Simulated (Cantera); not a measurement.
An adiabatic, constant-pressure homogeneous reactor starts with 3.84 % CH4, 20.2 % O2, 76.0 % N2, at 1550 K and 0.336 atm.

Computed with Cantera and GRI-Mech 3.0 (53 species, 325 reactions).

Task: Predict: time of steepest temperature rise; temperature at 4.00 s; equilibrium temperature; x(O2) at 4.00 s; x(H) at 4.00 s; x(O) at 4.00 s; x(NO) at 4.00 s.

Result: 
| Property | Result |
|---|---|
| time of steepest temperature rise | 1.47 ms |
| temperature at 4.00 s | 2271 K |
| equilibrium temperature | 2271 K |
| x(O2) at 4.00 s | 0.118 (gas-phase equilibrium 0.118) |
| x(H) at 4.00 s | 0.000364 (gas-phase equilibrium 0.000364) |
| x(O) at 4.00 s | 0.00248 (gas-phase equilibrium 0.00248) |
| x(NO) at 4.00 s | 0.0108 (gas-phase equilibrium 0.0108) |
